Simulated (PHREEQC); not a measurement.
Consider water at 25 °C with 0.014 mol/kgw HNO3, 4.5e-05 mol/kgw AlCl3 and 0.12 mol/kgw MnSO4. Closed to the air; pH follows from the charge balance.

All values are PHREEQC results (ion-association model, wateq4f.dat), not measurements.

```json
[
 {"quantity": "pH", "before": "2.38", "after": "4.37"},
 {"quantity": "ionic strength (mol/kgw)", "before": "0.267", "after": "0.285"},
 {"quantity": "Cl- (mol/kgw)", "before": "0.000125", "after": "0.000125"},
 {"quantity": "Al+3 (mol/kgw)", "before": "3.51e-6", "after": "0.00125"},
 {"quantity": "AlOH+2 (mol/kgw)", "before": "3.44e-9", "after": "0.000119"},
 {"quantity": "SI of Gibbsite (Al(OH)3)", "before": "-7.36", "after": "+1.15"},
 {"quantity": "SI of Boehmite (AlOOH)", "before": "-7.83", "after": "+0.68"}
]
```

Name the change that produced these shifts.
A) AlCl3 from 4.5e-05 to 0.00045 mol/kgw
B) HNO3 replaced by Cu(NO3)2 at the same molality
C) diluted 100-fold with water
D) MnSO4 left out
E) HNO3 replaced by Al(NO3)3 at the same molality

E, HNO3 replaced by Al(NO3)3 at the same molality

No solid was allowed to form. Some of these states are supersaturated (in Basaluminite, Boehmite (slow to form), for instance).
